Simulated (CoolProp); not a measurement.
The fluoroketone C6F12O (FK-5-1-12) at 298.15 K and 0.189 MPa is throttled through a valve to 0.0316 MPa with no heat exchange. Each further row changes one setting.

Values from CoolProp's reference Helmholtz-energy equation of state, McLinden 2015.

```csv
case,temperature change (K),final phase,final density (kg/m³)
as stated,(withheld),(withheld),62.2
outlet pressure 0.00948 MPa,-30.1,(withheld),(withheld)
outlet pressure 0.0411 MPa,(withheld),(withheld),(withheld)
```

Question: Complete the blanks.

Answer: 
- as stated, temperature change (K): -5.7
- as stated, final phase: two-phase, vapour fraction 0.065
- outlet pressure 0.00948 MPa, final phase: two-phase, vapour fraction 0.321
- outlet pressure 0.00948 MPa, final density (kg/m³): 4.24
- outlet pressure 0.0411 MPa, temperature change (K): +0.0
- outlet pressure 0.0411 MPa, final phase: liquid
- outlet pressure 0.0411 MPa, final density (kg/m³): 1600
